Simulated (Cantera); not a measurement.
Cantera with NASA thermochemical tables; ideal gases at 1 bar, condensed phases pure. Values are per mole of reaction as written; species without (g) are pure solids or liquids, kept so even where they would boil at 1 bar.

Between 448 and 673 K, where is each reaction favourable under standard conditions?
- 2 P₂(g) + 10 O(g) = P₄O₁₀
- 3 P₄O₁₀(g) = 6 P₂(g) + 10 O₃(g)


- 2 P₂(g) + 10 O(g) = P₄O₁₀: ΔG° is -4973 kJ at 448 K and -4562 kJ at 673 K; it stays negative (K > 1). ΔH° is -5785 kJ and ΔS° -1818 J/K at 673 K.
- 3 P₄O₁₀(g) = 6 P₂(g) + 10 O₃(g): ΔG° is 9878 kJ at 448 K and 9325 kJ at 673 K; it stays positive (K < 1). ΔH° is 10968 kJ and ΔS° 2441 J/K at 673 K.
